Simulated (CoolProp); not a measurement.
Vapour-liquid equilibrium of methane (1) + ethylene (2) at 0.126 MPa; x and y are mole fractions of (1).

Values from CoolProp's multi-fluid Helmholtz-energy mixture model, Setzmann 1991 and Smukala 2000; pair parameters Bell 2016.

Q: Give the bubble temperature and the first vapour's composition at x = 0.05, 0.35, 0.55. Is there an azeotrope?

A: x = 0.05: -117.5 °C, y = 0.676; x = 0.35: -148.7 °C, y = 0.986; x = 0.55: -153.1 °C, y = 0.993. No azeotrope shows between x = 0.05 and 0.95.

The pair parameters rest on a limited set of measurements; away from them the model extrapolates.
